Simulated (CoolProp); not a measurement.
Vapour-liquid equilibrium of R22 (1) + benzene (2) at 320.9 K; x and y are mole fractions of (1).

Model: multi-fluid Helmholtz-energy mixture model, Kamei 1995 and Thol 2012; pair parameters Bell 2016, in CoolProp.

Question: Give the bubble pressure and the first vapour's composition at x = 0.05, 0.5, 0.8. Is there an azeotrope?

Answer: x = 0.05: 1.340 bar, y = 0.755; x = 0.5: 8.602 bar, y = 0.971; x = 0.8: 14.04 bar, y = 0.990. No azeotrope shows between x = 0.05 and 0.95.

The pair parameters rest on a limited set of measurements; away from them the model extrapolates. The gap from Raoult's law changes sign with composition, which may be real or a fault of the pair parameters; it wasn't checked against measurements.
